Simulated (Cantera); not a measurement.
Mixture: 3.33 % C3H8, 20.3 % O2, 76.3 % N2, equivalence ratio 0.82, at 500000 Pa, adiabatic and at constant volume. Ignition delay is the time to a rise of 400 K.

Computed with Cantera and GRI-Mech 3.0 (53 species, 325 reactions). GRI-Mech 3.0 was tuned for natural gas; its chemistry of propane as a main component is partial and can be far from experiment.

Problem. Predict: delay at 1273 K; delay at 1323 K; delay at 1373 K; delay at 1423 K; delay at 1473 K; delay at 1523 K; delay at 1573 K; apparent activation energy between 1473 and 1573 K.

Solution. 
| Property | Result |
|---|---|
| delay at 1273 K | 0.644 ms |
| delay at 1323 K | 0.279 ms |
| delay at 1373 K | 0.130 ms |
| delay at 1423 K | 65.8 µs |
| delay at 1473 K | 35.9 µs |
| delay at 1523 K | 21.1 µs |
| delay at 1573 K | 13.3 µs |
| apparent activation energy between 1473 and 1573 K | 190 kJ/mol |
